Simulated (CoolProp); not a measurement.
Values from CoolProp's reference Helmholtz-energy equation of state, Thol 2018.

Problem. Give the vapour pressure (MPa), liquid density (kg/m³), vapour density (kg/m³), enthalpy of vaporisation (kJ/kg) of saturated hydrogen chloride at -2.25 °C.

Solution. 
```tsv
T (°C)	p (MPa)	liquid density (kg/m³)	vapour density (kg/m³)	enthalpy of vaporisation (kJ/kg)
-2.25	2.44	937	52.2	317
```
